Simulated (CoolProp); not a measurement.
The fluid at 169 K and 1.32 MPa flows at 0.11 m/s in a round tube of 1 mm bore and 0.25 µm roughness, fully developed (64/Re and Nu = 3.66 if laminar; Colebrook and Gnielinski if turbulent). The same conditions are run with several fluids, on thermodynamics alone (safety and materials aside).

Values from CoolProp's reference Helmholtz-energy equation of state of each fluid (ethanol: Schroeder 2014; propylene: Lemmon 2013; propane: Lemmon 2009; CH2F2 (R32): Tillner-Roth 1997; CF4 (R14): Platzer 1990). The equations of Platzer and Polt are older, rougher fits.

Problem. Rank ethanol, propylene, propane, CH2F2 (R32), CF4 (R14) by Reynolds number, highest first.

Solution. CF4 (R14) (1020), CH2F2 (R32) (196), propylene (174), propane (155), ethanol (1.60)

```csv
fluid,Darcy friction factor,pressure drop (Pa/m),heat-transfer coefficient (W/(m² K)),mass flow (kg/h)
ethanol,40.0,217000,782,0.280
propylene,0.367,1500,614,0.211
propane,0.413,1620,615,0.202
CH2F2 (R32),0.327,2670,831,0.420
CF4 (R14),0.0628,560,287,0.458
```

Transport values come from each fluid's own correlations; those of propylene, CH2F2 (R32), CF4 (R14) are estimates that may be off by 10 % or more.
